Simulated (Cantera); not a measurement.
A closed system holds: 1 mol SiH4, 22 mol N2, equilibrated at 1050 K and 19.0 Pa.

Cantera equilibrium calculation (NASA polynomials, part measured and part estimated; ideal gas, pure solids and liquids). Candidate condensed phases: Si, Si3N4; 18 gas species. N2 is the only nitrogen source here; it is nearly inert below about 1500 K, so the nitride shown seldom forms there in practice. Kinetics and transport are ignored.

Base state: N2 0.914, H2 0.0857 (mole fractions); condensed: Si3N4(s).

Task: What changes in the equilibrium state with this change: SiH4 replaced by SiHCl3?

Result: 
```json
[
 {"species": "N2", "before": "0.914", "after": "0.936"},
 {"species": "HCl", "before": "0", "after": "0.0404"},
 {"species": "SiCl4", "before": "0", "after": "0.0218"},
 {"species": "H2", "before": "0.0857", "after": "0.00135"},
 {"species": "SiCl3", "before": "0", "after": "0.000479"},
 {"species": "SiCl2", "before": "0", "after": "0.000191"},
 {"species": "Si3N4(s), mol", "before": "0.333", "after": "0.160"}
]
```
The tables' values for SiCl3 are old estimates; treat these amounts as uncertain. Further candidate phases: NH4Cl.
